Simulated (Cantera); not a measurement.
A closed system holds: 1 mol Si3H8, 0.072 mol HCl, 210 mol H2, 0.0016 mol NH3, at 0.510 bar.

Cantera equilibrium calculation (NASA polynomials, part measured and part estimated; ideal gas, pure solids and liquids). Candidate condensed phases: NH4Cl, Si, Si3N4; 28 gas species. The feed counts by its element totals alone. Mutual solubility and eutectic melting of coexisting phases are not modelled. Gases not in the tables: Si2H6 and higher silanes. Equilibrium is a limit: real reactors are often held back by kinetics, nucleation or transport.

x: gas mole fraction; n: condensed amount in mol.

```tsv
T (°C)	x H2	x HCl	x H	x SiH2	x N2	n Si(s)	n Si3N4(s)	n Si(l)
752	1.000	0.000332	6.10e-9	1.90e-10	9.57e-11	3.00	0.000400	0
852	1.000	0.000335	6.22e-8	2.37e-9	4.66e-9	3.00	0.000399	0
952	1.000	0.000335	___	___	___	3.00	0.000386	0
1052	1.000	0.000335	2.29e-6	1.16e-7	1.86e-6	3.00	0.000196	0
1152	1.000	0.000336	___	___	3.70e-6	3.00	0	0
1252	1.000	0.000335	3.31e-5	2.06e-6	3.71e-6	3.00	0	0
1352	1.000	0.000335	9.88e-5	6.61e-6	3.71e-6	3.00	0	0
1452	0.999	0.000335	0.000260	1.72e-5	3.72e-6	0	0	3.00
```

Q: What belongs in the gaps?

A: 
- 1152, x H: 9.55e-6
- 1152, x SiH2: 5.42e-7
- 952, x H: 4.36e-7
- 952, x SiH2: 1.95e-8
- 952, x N2: 1.19e-7
